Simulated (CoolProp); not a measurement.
Vapour-liquid equilibrium of propylene (1) + acetone (2) at -42.25 °C; x and y are mole fractions of (1).

Computed with CoolProp (multi-fluid Helmholtz-energy mixture model, Lemmon 2013 and Lemmon 2006; pair parameters Bell 2016).

Give the bubble pressure and the first vapour's composition at x = 0.2, 0.35, 0.65. Is there an azeotrope?

x = 0.2: 73.55 kPa, y = 0.993; x = 0.35: 99.04 kPa, y = 0.995; x = 0.65: 108.9 kPa, y = 0.996. No azeotrope shows between x = 0.05 and 0.95.

Pair parameters are fitted to limited data, so mixtures are less certain than the pure fluids. With so large a gap from Raoult's law the liquid may split in two, which this calculation doesn't test in full.
